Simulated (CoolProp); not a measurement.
The fluid at 298.15 K and 0.0202 MPa expands adiabatically to 0.00211 MPa with isentropic efficiency 0.8. The same conditions are run with several fluids, on thermodynamics alone (safety and materials aside).

Values from CoolProp's reference Helmholtz-energy equation of state of each fluid (isobutene: Lemmon 2005; chlorine: Thol 2021; carbon monoxide: Lemmon 2006; R152A: Outcalt 1996).

```
fluid            work (kJ/kg)  final temperature (K)  final density (kg/m³)
---------------  ------------  ---------------------  ---------------------
isobutene                71.3                    ___                    ___
chlorine                 48.1                    ___                    ___
carbon monoxide           ___                  184.7                    ___
R152A                     ___                  236.1                 0.0711
```

### Question
Some entries are withheld; supply them.

### Answer

- isobutene, final temperature (K): 249.7
- isobutene, final density (kg/m³): 0.0571
- chlorine, final temperature (K): 193.7
- chlorine, final density (kg/m³): 0.0930
- carbon monoxide, work (kJ/kg): 118
- carbon monoxide, final density (kg/m³): 0.0385
- R152A, work (kJ/kg): 58.5
